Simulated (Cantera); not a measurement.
**Premixed flame**

A freely propagating, adiabatic, planar premixed flame of 5.00 % C2H6, 14.6 % O2, 72.9 % N2, 7.49 % CO2, equivalence ratio 1.2, unburnt at 575 K and 5.43 atm; mixture-averaged transport, grid criteria slope 0.08 and curve 0.16, no radiation.

Model: GRI-Mech 3.0 (53 species, 325 reactions), integrated in Cantera. Burning velocities carry a grid error of a few per cent, more on coarse grids.

```
z (mm)   T (K)  u (m/s)    x C2H6      x O2   x CO2    x C2H2    x CH2     x NO
-------  -----  -------  --------  --------  ------  --------  -------  -------
-0.482     576    0.280    0.0499     0.145  0.0748   3.15e-7    <1e-8    <1e-8
-0.322     584    0.285    0.0496     0.144  0.0746   3.74e-6    <1e-8    <1e-8
-0.241     609    0.297    0.0490     0.142  0.0745   1.67e-5    <1e-8  1.90e-8
-0.161     714    0.352    0.0457     0.131  0.0748   9.32e-5    <1e-8  1.47e-7
-0.0804   1075    0.541    0.0288    0.0924  0.0796  0.000468    <1e-8  2.28e-6
-0.0402   1395    0.713    0.0103    0.0575  0.0867  0.000920  5.71e-7  7.71e-6
0         1700    0.877  0.000392    0.0237  0.0977   0.00124  1.52e-5  1.46e-5
0.0402    1837    0.946   6.20e-7   0.00757   0.108  0.000248  7.62e-6  2.43e-5
0.0804    1881    0.967     <1e-8   0.00288   0.115   1.74e-5  6.61e-7  3.04e-5
0.161     1916    0.982     <1e-8  0.000931   0.119   2.07e-7    <1e-8  3.43e-5
0.322     1940    0.993     <1e-8  0.000284   0.120     <1e-8    <1e-8  3.59e-5
0.643     1951    0.999     <1e-8   6.75e-5   0.120     <1e-8    <1e-8  3.64e-5
1.29      1956     1.00     <1e-8   1.44e-5   0.120     <1e-8    <1e-8  3.65e-5
```
x: mole fraction of selected species; z is measured from the peak of heat release.

The laminar burning velocity is 27.9 cm/s. The thermal thickness comes out as 0.161 mm and the peak x(C2H2) is 0.00130. The peak x(CH2) is 1.75e-5 and the grid points is 143.
